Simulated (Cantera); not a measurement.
Cantera run:

```python
import numpy as np
import cantera as ct

gas_names = """
    AL ALH ALN AL2 H H2 N NH NH2 NH3 N2 N2H2 N2H4
""".split()
cond_names = """
    AL(cr) AL(L) ALN(s)
""".split()


# ... load() reads the species with a 1 bar reference pressure and builds the phases ...
atoms = {
    'AlN': {'AL': 1, 'N': 1},
    'H2': {'H': 2},
}
top_T = {'ALN(s)': 2750}  # K; cautious upper limits of use, not melting points


# ... equilibrate(T, P, feed) seeds the gas with the atoms and calls Mixture.equilibrate('TP', solver="vcs", rtol=1e-11, max_steps=5000) ...
results = []
feed = {'AlN': 1, 'H2': 41}  # mol
P = 100  # Pa
for T in [850, 950, 1050, 1150, 1250, 1350, 1450, 1550, 1650, 1750, 1850, 1950, 2050]:
    mix = equilibrate(T, P, feed)
    results.append((T, P, feed, dict(zip(mix.species_names, mix.species_moles))))

top = {s: max(r[3][s] / sum(r[3][g] for g in gas_names) for r in results) for s in gas_names}
cols = sorted((s for s in top if top[s] > 0.0001), key=lambda s: -top[s])[:5]
seen = [c for c in cond_names if any(r[3].get(c, 0) > 1e-12 for r in results)]
print("log10 of partial pressures in bar; condensed amounts in mol")
print(f"{'T/K':>10s}" + "".join(f"{s[:9]:>10s}" for s in cols + seen))
for T, P, feed, n in results:
    ng = sum(n[g] for g in gas_names)
    print(f"{T:10.4g}" + "".join(f"{np.log10(max(n[s] / ng * P / 1e5, 1e-99)):10.3f}" for s in cols)
          + "".join(f"{n.get(c, 0):10.4g}" for c in seen))
```

Result:

```
log10 of partial pressures in bar; condensed amounts in mol
       T/K        H2         H        AL        N2       ALH    ALN(s)
       850    -3.000   -12.188   -17.558   -19.472   -17.040         1
       950    -3.000   -10.755   -15.333   -15.590   -15.284         1
      1050    -3.000    -9.591   -13.125   -13.272   -13.456         1
      1150    -3.000    -8.627   -11.252   -11.465   -11.898         1
      1250    -3.000    -7.816    -9.687    -9.938   -10.598         1
      1350    -3.000    -7.123    -8.361    -8.632    -9.498    0.9998
      1450    -3.000    -6.524    -7.222    -7.503    -8.553    0.9974
      1550    -3.001    -6.002    -6.233    -6.521    -7.734    0.9752
      1650    -3.004    -5.544    -5.366    -5.658    -7.018    0.8182
      1750    -3.019    -5.143    -4.637    -4.931    -6.428         0
      1850    -3.023    -4.780    -4.637    -4.933    -6.548         0
      1950    -3.031    -4.456    -4.640    -4.937    -6.660         0
      2050    -3.047    -4.168    -4.647    -4.944    -6.770         0
```

Method: chemical equilibrium by Gibbs-energy minimisation in Cantera with the NASA 1993 tables (ideal gas, pure condensed phases).
